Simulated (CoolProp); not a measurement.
Properties of R507A along the isobar 1.38 bar (Tc = 343.8 K, pc = 37.05 bar, ω = 0.286).

Model: reference Helmholtz-energy equation of state, Lemmon 2003, in CoolProp. It is a pseudo-pure fit of the blend.

| T (K) | phase | density (kg/m³) | cp (kJ/(kg K)) | isothermal compressibility (1/MPa) | expansivity (1/kK) |
|---|---|---|---|---|---|
| 263 | gas | 6.473 | 0.8294 | 7.525 | 4.347 |
| 279.9 | gas | 6.035 | ___ | ___ | ___ |
| 296.8 | gas | 5.659 | ___ | 7.420 | 3.658 |
| 313.8 | gas | 5.329 | 0.9015 | 7.387 | 3.406 |
| 330.7 | gas | 5.041 | 0.9279 | 7.363 | 3.195 |
| 347.6 | gas | 4.783 | 0.9543 | 7.343 | 3.013 |
| 364.6 | gas | 4.551 | 0.9807 | 7.328 | 2.852 |
| 381.5 | gas | 4.342 | 1.006 | 7.315 | 2.711 |
| 398.4 | gas | 4.152 | 1.031 | 7.305 | 2.584 |
| 415.4 | gas | 3.977 | 1.056 | 7.297 | 2.469 |
| 432.3 | gas | 3.818 | 1.079 | 7.290 | 2.365 |
| 449.2 | gas | 3.672 | ___ | 7.284 | 2.271 |
| 466.1 | gas | 3.536 | 1.124 | 7.279 | 2.184 |
| 483.1 | gas | 3.410 | 1.145 | 7.274 | 2.103 |
| 500 | gas | 3.293 | 1.166 | 7.271 | 2.028 |

Q: Some entries are withheld; supply them.

A: 
- 279.9, cp (kJ/(kg K)): 0.8511
- 279.9, isothermal compressibility (1/MPa): 7.464
- 279.9, expansivity (1/kK): 3.963
- 296.8, cp (kJ/(kg K)): 0.8755
- 449.2, cp (kJ/(kg K)): 1.102
